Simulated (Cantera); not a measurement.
**Adiabatic ignition**

An adiabatic, constant-volume homogeneous reactor starts with CH4 : O2 : N2 = 1 : 2.67 : 21.3 (molar parts), at 1600 K and 1.01 bar.

Model: GRI-Mech 3.0 (53 species, 325 reactions), integrated in Cantera.

| t (s) | T (K) | P (bar) | x CH4 | x O2 | x HCN | x CO | x H2O2 |
|---|---|---|---|---|---|---|---|
| 9.00e-6 | 1600 | 1.01 | 0.0400 | 0.107 | <1e-12 | 1.51e-10 | 4.30e-9 |
| 2.30e-5 | 1600 | 1.01 | 0.0400 | 0.107 | <1e-12 | 2.00e-9 | 1.29e-8 |
| 5.88e-5 | 1600 | 1.01 | 0.0400 | 0.107 | <1e-12 | 3.58e-8 | 3.04e-8 |
| 0.000150 | 1600 | 1.01 | 0.0399 | 0.107 | <1e-12 | 1.04e-6 | 5.17e-8 |
| 0.000384 | 1602 | 1.01 | 0.0391 | 0.106 | 1.44e-12 | 6.93e-5 | 1.54e-7 |
| 0.000982 | 2439 | 1.57 | <1e-12 | 0.0299 | 8.97e-12 | 0.0104 | 9.37e-8 |
| 0.00251 | 2525 | 1.61 | <1e-12 | 0.0276 | 1.62e-11 | 0.00664 | 1.14e-7 |
| 0.00642 | 2520 | 1.61 | <1e-12 | 0.0264 | 2.27e-11 | 0.00661 | 1.11e-7 |
| 0.0164 | 2513 | 1.60 | <1e-12 | 0.0250 | 2.91e-11 | 0.00658 | 1.06e-7 |
| 0.0419 | 2511 | 1.60 | <1e-12 | 0.0246 | 3.10e-11 | 0.00658 | 1.05e-7 |
| 0.107 | 2511 | 1.60 | <1e-12 | 0.0245 | 3.11e-11 | 0.00658 | 1.05e-7 |
| 0.274 | 2511 | 1.60 | <1e-12 | 0.0245 | 3.11e-11 | 0.00658 | 1.05e-7 |
| 0.700 | 2511 | 1.60 | <1e-12 | 0.0245 | 3.11e-11 | 0.00658 | 1.05e-7 |
x: mole fraction; the columns are a selection and need not sum to one.

```
Property                                                               Value
---------------------------------  -----------------------------------------
time of steepest temperature rise                                   0.731 ms
temperature at 0.700 s                                                2511 K
equilibrium temperature                                               2511 K
x(CH4) at 0.700 s                      <1e-12 (gas-phase equilibrium <1e-12)
x(O2) at 0.700 s                       0.0245 (gas-phase equilibrium 0.0245)
x(HCN) at 0.700 s                  3.11e-11 (gas-phase equilibrium 3.11e-11)
```
